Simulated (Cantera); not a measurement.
A closed system holds: 1 mol trisilylamine, 0.41 mol NH₃, at 1975 K and 77.0 Pa.

These are equilibrium values from Cantera (NASA tables, ideal gas, pure condensed phases), not measurements of a reactor. Candidate condensed phases: Si, Si₃N₄; 18 gas species. The feed counts by its element totals alone. The tables' values for SiN are old estimates; treat these amounts as uncertain. Gases not in the tables: Si₂H₆ and higher silanes. Rates play no part.

Base state: H₂ 0.799, N₂ 0.113, H 0.0441, Si 0.0420, SiH 0.000750, Si₂ 0.000409, Si₂N 0.000146, SiN 0.000108 (mole fractions); condensed: Si(l).

Q: What changes in the equilibrium state with this change: pressure from 77.0 Pa to 10.0 mbar?

A: 
| species | before | after |
|---|---|---|
| H₂ | 0.799 | 0.864 |
| N₂ | 0.113 | 0.120 |
| H | 0.0441 | 0.0127 |
| Si | 0.0420 | 0.00323 |
| Si₂ | 0.000409 | 3.15e-5 |
| Si₃ | 8.89e-5 | 6.84e-6 |
| SiN | 0.000108 | 3.10e-5 |
| Si₂N | 0.000146 | 4.16e-5 |
| SiH | 0.000750 | 0.000216 |
| Si(l), mol | 2.72 | 2.98 |

Q: What changes in the equilibrium state with this change: temperature from 1975 K to 1223 K?

A: 
| species | before | after |
|---|---|---|
| H₂ | 0.799 | 1.000 |
| N₂ | 0.113 | 7.45e-5 |
| H | 0.0441 | 1.08e-5 |
| Si | 0.0420 | 4.18e-9 |
| SiH₂ | 7.35e-5 | 1.87e-8 |
| SiH | 0.000750 | 1.51e-9 |
| Si₂ | 0.000409 | <1e-9 |
| Si₂N | 0.000146 | <1e-9 |
| SiN | 0.000108 | <1e-9 |
| Si₃ | 8.89e-5 | <1e-9 |
| Si(l), mol | 2.72 | 0 |
| Si(s), mol | 0 | 1.94 |
| Si₃N₄(s), mol | 0 | 0.352 |
Mutual solubility and eutectic melting of coexisting phases are not modelled.
